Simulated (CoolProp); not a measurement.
Vapour-liquid equilibrium of carbon dioxide (1) + hydrogen sulfide (2) at 227.6 K; x and y are mole fractions of (1).

Computed with CoolProp (multi-fluid Helmholtz-energy mixture model, Span 1996 and Lemmon 2006; pair parameters Kunz 2012).

| x | bubble pressure (bar) | y at the bubble point | dew pressure at overall composition x (bar) | liquid density (mol/L) |
|---|---|---|---|---|
| 0.05 | 2.883 | 0.321 | 2.127 | 27.16 |
| 0.125 | 3.961 | 0.531 | 2.294 | 27.17 |
| 0.2 | 4.812 | 0.634 | 2.490 | 27.06 |
| 0.275 | 5.470 | 0.695 | 2.721 | 26.85 |
| 0.35 | 5.977 | ___ | 2.998 | 26.56 |
| 0.425 | 6.374 | 0.765 | ___ | 26.24 |
| 0.5 | 6.695 | 0.789 | 3.755 | ___ |
| 0.575 | 6.968 | 0.811 | 4.285 | 25.59 |
| 0.65 | 7.213 | ___ | 4.968 | 25.33 |
| 0.725 | 7.443 | 0.856 | 5.841 | 25.15 |
| 0.8 | 7.664 | 0.883 | 6.835 | 25.10 |
| 0.875 | ___ | 0.918 | 7.603 | 25.20 |
| 0.95 | 8.051 | 0.962 | 8.010 | 25.51 |

Problem. Complete the blanks.

Solution. 
- 0.35, y at the bubble point: 0.735
- 0.425, dew pressure at overall composition x (bar): 3.336
- 0.5, liquid density (mol/L): 25.90
- 0.65, y at the bubble point: 0.832
- 0.875, bubble pressure (bar): 7.871

No azeotrope shows between x = 0.05 and 0.95.

The pair parameters rest on a limited set of measurements; away from them the model extrapolates.
